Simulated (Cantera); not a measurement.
What does this Cantera script print?

```python
import numpy as np
import cantera as ct

gas_names = """
    Br Br2 H HBr H2 Si SiBr SiBr2 SiBr3 SiBr4 SiH SiHBr3 SiH2 SiH2Br2 SiH3 SiH3Br SiH4 Si2 Si3
""".split()
cond_names = """
    Br2(cr) Br2(L) Si(cr) Si(L)
""".split()


def load(file, names, dense=False):
    # The tables refer to 1 bar. Condensed volumes are neglected.
    table = {s.name: s for s in ct.Species.list_from_file(file)}
    out = []
    for n in names:
        d = dict(table[n].input_data)
        d["thermo"] = dict(d["thermo"], **{"reference-pressure": 1e5})
        if dense:
            d["equation-of-state"] = {"model": "constant-volume", "density": "1e6 g/cm^3"}
        out.append(ct.Species.from_dict(d))
    return out


gas = ct.Solution(thermo="ideal-gas", species=load("nasa_gas.yaml", gas_names))
cond = {s.name: ct.Solution(thermo="fixed-stoichiometry", species=[s], name=s.name)
        for s in load("nasa_condensed.yaml", cond_names, dense=True)}
atoms = {
    'Si': {'Si': 1},
    'HBr': {'H': 1, 'Br': 1},
}
top_T = {}  # K; cautious upper limits of use, not melting points


def equilibrate(T, P, feed):
    n = {}
    for name, mol in feed.items():
        for a, k in atoms[name].items():
            n[a] = n.get(a, 0.0) + k * mol
    gas.TPX = T, P, n
    mass = sum(n.values()) * gas.mean_molecular_weight
    gas.equilibrate("TP")
    valid = [c for c in cond.values() if c.min_temp <= T <= top_T.get(c.name, c.max_temp)]
    mix = ct.Mixture([(gas, mass / gas.mean_molecular_weight)] + [(c, 0.0) for c in valid])
    mix.T, mix.P = T, P
    mix.equilibrate("TP", solver="gibbs", rtol=1e-10, max_steps=50000)
    return mix


results = []
P = 72000  # Pa
for T in [573, 673, 773, 873, 973, 1073, 1173, 1273, 1373, 1473, 1573, 1673]:
    for m in [1.6, 1.9, 2.4, 3, 3.7, 4.5, 5.6, 6.9, 8.6, 11, 13, 16]:
        feed = {'Si': 1, 'HBr': m}  # mol
        mix = equilibrate(T, P, feed)
        results.append((T, P, feed, dict(zip(mix.species_names, mix.species_moles))))

for T, P, feed, n in results:
    print(f"{T:7g} {feed['HBr']:10.4g}  " + (" + ".join(c for c in cond_names if n.get(c, 0) > 1e-12) or "gas only"))
```

It prints:

```
    573        1.6  Si(cr)
    573        1.9  Si(cr)
    573        2.4  Si(cr)
    573          3  Si(cr)
    573        3.7  Si(cr)
    573        4.5  gas only
    573        5.6  gas only
    573        6.9  gas only
    573        8.6  gas only
    573         11  gas only
    573         13  gas only
    573         16  gas only
    673        1.6  Si(cr)
    673        1.9  Si(cr)
    673        2.4  Si(cr)
    673          3  Si(cr)
    673        3.7  Si(cr)
    673        4.5  gas only
    673        5.6  gas only
    673        6.9  gas only
    673        8.6  gas only
    673         11  gas only
    673         13  gas only
    673         16  gas only
    773        1.6  Si(cr)
    773        1.9  Si(cr)
    773        2.4  Si(cr)
    773          3  Si(cr)
    773        3.7  Si(cr)
    773        4.5  gas only
    773        5.6  gas only
    773        6.9  gas only
    773        8.6  gas only
    773         11  gas only
    773         13  gas only
    773         16  gas only
    873        1.6  Si(cr)
    873        1.9  Si(cr)
    873        2.4  Si(cr)
    873          3  Si(cr)
    873        3.7  Si(cr)
    873        4.5  gas only
    873        5.6  gas only
    873        6.9  gas only
    873        8.6  gas only
    873         11  gas only
    873         13  gas only
    873         16  gas only
    973        1.6  Si(cr)
    973        1.9  Si(cr)
    973        2.4  Si(cr)
    973          3  Si(cr)
    973        3.7  Si(cr)
    973        4.5  gas only
    973        5.6  gas only
    973        6.9  gas only
    973        8.6  gas only
    973         11  gas only
    973         13  gas only
    973         16  gas only
   1073        1.6  Si(cr)
   1073        1.9  Si(cr)
   1073        2.4  Si(cr)
   1073          3  Si(cr)
   1073        3.7  Si(cr)
   1073        4.5  gas only
   1073        5.6  gas only
   1073        6.9  gas only
   1073        8.6  gas only
   1073         11  gas only
   1073         13  gas only
   1073         16  gas only
   1173        1.6  Si(cr)
   1173        1.9  Si(cr)
   1173        2.4  Si(cr)
   1173          3  Si(cr)
   1173        3.7  Si(cr)
   1173        4.5  gas only
   1173        5.6  gas only
   1173        6.9  gas only
   1173        8.6  gas only
   1173         11  gas only
   1173         13  gas only
   1173         16  gas only
   1273        1.6  Si(cr)
   1273        1.9  Si(cr)
   1273        2.4  Si(cr)
   1273          3  Si(cr)
   1273        3.7  Si(cr)
   1273        4.5  gas only
   1273        5.6  gas only
   1273        6.9  gas only
   1273        8.6  gas only
   1273         11  gas only
   1273         13  gas only
   1273         16  gas only
   1373        1.6  Si(cr)
   1373        1.9  Si(cr)
   1373        2.4  Si(cr)
   1373          3  Si(cr)
   1373        3.7  gas only
   1373        4.5  gas only
   1373        5.6  gas only
   1373        6.9  gas only
   1373        8.6  gas only
   1373         11  gas only
   1373         13  gas only
   1373         16  gas only
   1473        1.6  Si(cr)
   1473        1.9  Si(cr)
   1473        2.4  Si(cr)
   1473          3  Si(cr)
   1473        3.7  gas only
   1473        4.5  gas only
   1473        5.6  gas only
   1473        6.9  gas only
   1473        8.6  gas only
   1473         11  gas only
   1473         13  gas only
   1473         16  gas only
   1573        1.6  Si(cr)
   1573        1.9  Si(cr)
   1573        2.4  Si(cr)
   1573          3  gas only
   1573        3.7  gas only
   1573        4.5  gas only
   1573        5.6  gas only
   1573        6.9  gas only
   1573        8.6  gas only
   1573         11  gas only
   1573         13  gas only
   1573         16  gas only
   1673        1.6  Si(cr)
   1673        1.9  Si(cr)
   1673        2.4  Si(cr)
   1673          3  gas only
   1673        3.7  gas only
   1673        4.5  gas only
   1673        5.6  gas only
   1673        6.9  gas only
   1673        8.6  gas only
   1673         11  gas only
   1673         13  gas only
   1673         16  gas only
```

Equilibrium computed with Cantera from the NASA thermochemical tables; the gas is ideal and each condensed phase is pure. The tables' values for SiBr3 are old estimates.
